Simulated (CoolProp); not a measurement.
Values from CoolProp's reference Helmholtz-energy equation of state, Tillner-Roth 1997.

Q: Give the vapour pressure (bar), vapour density (kg/m³), liquid cp (kJ/(kg K)) of saturated CH2F2 (R32) at 308.3 K.

A: 
```json
[
 {"T (K)": "308.3", "p (bar)": "22.0", "vapour density (kg/m³)": "63.6", "liquid cp (kJ/(kg K))": "2.07"}
]
```
